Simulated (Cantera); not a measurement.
Mixture: CH4 : O2 : N2 = 1 : 3.17 : 8.89 (molar parts), equivalence ratio 0.63, at 0.612 atm, adiabatic and at constant volume. Ignition delay is the time to a rise of 400 K.

Cantera simulation using GRI-Mech 3.0 (53 species, 325 reactions); the numbers are that mechanism's predictions, not measurements.

### Question
What does this change do: pressure from 0.612 atm to 10.9 atm?

### Answer
```json
[
 {"quantity": "delay at 1050 K", "before": "0.443 s", "after": "22.1 ms"},
 {"quantity": "delay at 1200 K", "before": "39.9 ms", "after": "2.63 ms"},
 {"quantity": "delay at 1350 K", "before": "5.40 ms", "after": "0.466 ms"},
 {"quantity": "delay at 1500 K", "before": "1.13 ms", "after": "0.107 ms"},
 {"quantity": "delay at 1650 K", "before": "0.347 ms", "after": "30.6 µs"},
 {"quantity": "apparent activation energy between 1500 and 1650 K", "before": "160 kJ/mol", "after": "170 kJ/mol"}
]
```

### Question
What does this change do: 0.93 parts H2O added?

### Answer
```json
[
 {"quantity": "delay at 1050 K", "before": "0.443 s", "after": "0.494 s"},
 {"quantity": "delay at 1200 K", "before": "39.9 ms", "after": "47.0 ms"},
 {"quantity": "delay at 1350 K", "before": "5.40 ms", "after": "6.39 ms"},
 {"quantity": "delay at 1500 K", "before": "1.13 ms", "after": "1.26 ms"},
 {"quantity": "delay at 1650 K", "before": "0.347 ms", "after": "0.359 ms"},
 {"quantity": "apparent activation energy between 1500 and 1650 K", "before": "160 kJ/mol", "after": "170 kJ/mol"}
]
```
